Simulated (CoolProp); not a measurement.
Properties of CHF3 (R23) along the isobar 5.52 MPa.

The numbers come from the reference Helmholtz-energy equation of state, Penoncello 2003 in CoolProp.

| T (K) | phase | conductivity (mW/(m K)) | Prandtl number |
|---|---|---|---|
| 156.1 | liquid | 178 | 4.23 |
| 167.9 | liquid | ? | 3.61 |
| 179.8 | liquid | 148 | 3.16 |
| 191.6 | liquid | ? | 2.84 |
| 203.4 | liquid | 128 | 2.59 |
| 215.2 | liquid | 119 | ? |
| 227 | liquid | 112 | 2.25 |
| 238.9 | liquid | 104 | 2.13 |
| 250.7 | liquid | 97.3 | 2.05 |
| 262.5 | liquid | 90.3 | 2.00 |
| 274.3 | liquid | 82.8 | 2.00 |
| 286.2 | liquid | 74.2 | 2.12 |
| 298 | liquid | 62.1 | 2.85 |

**Question.** Fill in the missing entries.

**Answer.** 
- 167.9, conductivity (mW/(m K)): 162
- 191.6, conductivity (mW/(m K)): 137
- 215.2, Prandtl number: 2.39

Viscosity comes from a separate model (Shan 2000). Thermal conductivity comes from a separate model (Shan 2000).
